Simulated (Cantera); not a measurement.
Mixture: CO : H2 : CH4 : O2 : N2 = 1 : 0.2 : 0.084 : 1.75 : 6.56 (molar parts), equivalence ratio 0.44, at 22.0 bar, adiabatic and at constant volume. Ignition delay is the time to a rise of 400 K.

Model: GRI-Mech 3.0 (53 species, 325 reactions), integrated in Cantera. The pressure lies above the range GRI-Mech 3.0 was tuned for (to about 10 atm). Below about 1000 K GRI-Mech 3.0 lacks low-temperature oxidation paths. Below about 950 K walls govern HO2 and H2O2 in real vessels.

What does this change do: CH4 0.084 to 0.049 parts?


```
quantity                                               before      after
--------------------------------------------------  ---------  ---------
delay at 875 K                                        0.144 s    0.150 s
delay at 1075 K                                       1.16 ms    1.19 ms
delay at 1275 K                                       43.4 µs    40.0 µs
delay at 1475 K                                       5.58 µs    4.77 µs
delay at 1675 K                                       1.99 µs    1.96 µs
apparent activation energy between 1575 and 1775 K  82 kJ/mol  67 kJ/mol
```

What does this change do: constant pressure in place of constant volume?


```json
[
 {"quantity": "delay at 875 K", "before": "0.144 s", "after": "0.168 s"},
 {"quantity": "delay at 1075 K", "before": "1.16 ms", "after": "1.33 ms"},
 {"quantity": "delay at 1275 K", "before": "43.4 µs", "after": "50.0 µs"},
 {"quantity": "delay at 1475 K", "before": "5.58 µs", "after": "6.59 µs"},
 {"quantity": "delay at 1675 K", "before": "1.99 µs", "after": "2.49 µs"},
 {"quantity": "apparent activation energy between 1575 and 1775 K", "before": "82 kJ/mol", "after": "75 kJ/mol"}
]
```
